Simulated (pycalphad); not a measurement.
**Effect of Mg content in Si-Mg**

All values are pycalphad results on the COST 507 light-alloy database (1999) (1 atm), not direct measurements. No gas phase is included, though pure Mg would boil below 1335 °C. The data set is of 1999 and partly superseded. Amounts are mole fractions of atoms. Diffusion is slow at the low end, where real alloys seldom reach equilibrium.

```json
[
 {"alloy": "Si-8.986Mg (wt.%)", "liquidus (°C)": "1335", "first solid": "diamond (Si)", "solidus (°C)": "944", "phases at 127 °C": "diamond (Si) 0.85, MG2SI 0.15"},
 {"alloy": "Si-13.57Mg (wt.%)", "liquidus (°C)": "1291", "first solid": "diamond (Si)", "solidus (°C)": "944", "phases at 127 °C": "diamond (Si) 0.77, MG2SI 0.23"},
 {"alloy": "Si-27.73Mg (wt.%)", "liquidus (°C)": "___", "first solid": "diamond (Si)", "solidus (°C)": "944", "phases at 127 °C": "___"},
 {"alloy": "Si-37.52Mg (wt.%)", "liquidus (°C)": "1043", "first solid": "diamond (Si)", "solidus (°C)": "944", "phases at 127 °C": "MG2SI 0.61, diamond (Si) 0.39"}
]
```

### Question
Fill in the missing entries.

### Answer

- Si-27.73Mg (wt.%), liquidus (°C): 1172
- Si-27.73Mg (wt.%), phases at 127 °C: diamond (Si) 0.54, MG2SI 0.46

Database names, with the compositions (at.%) that they take in these runs: MG2SI: Mg 67 Si 33.
